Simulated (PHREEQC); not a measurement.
A made-up water analysis in mmol/kgw, 25 °C, pH 2.23, pe 8.2:

```csv
constituent,mmol/kgw
Na,4.24
K,2.67
Ca,5.52
Mg,2.58
Cl,5.64
S(6),22.6
Al,6.47
Cu(2),0.00605
N(5),0.0042
```

Valence states are taken as typed.

Equilibrium calculation in PHREEQC: ion-association model, phreeqc.dat.

```json
[
 {"quantity": "ionic strength (mol/kgw)", "before": "0.0510", "after": "0.0913"},
 {"quantity": "SO4-2 (mol/kgw)", "before": "0.0104", "after": "0.0196"},
 {"quantity": "Ca+2 (mol/kgw)", "before": "0.00390", "after": "0.00709"},
 {"quantity": "HSO4- (mol/kgw)", "before": "0.00334", "after": "0.00549"},
 {"quantity": "SI of Gypsum (CaSO4:2H2O)", "before": "-0.48", "after": "-0.09"},
 {"quantity": "SI of Gibbsite (Al(OH)3)", "before": "-5.02", "after": "-4.95"}
]
```

Problem. Name the change that produced these shifts.
A. all concentrations times 2 at the same typed pH
B. temperature from 25 to 40 °C at the same typed pH
C. Na from 4.24 to 12.7 mmol/kgw

Solution. A, all concentrations times 2 at the same typed pH

Precipitation was switched off in this run.
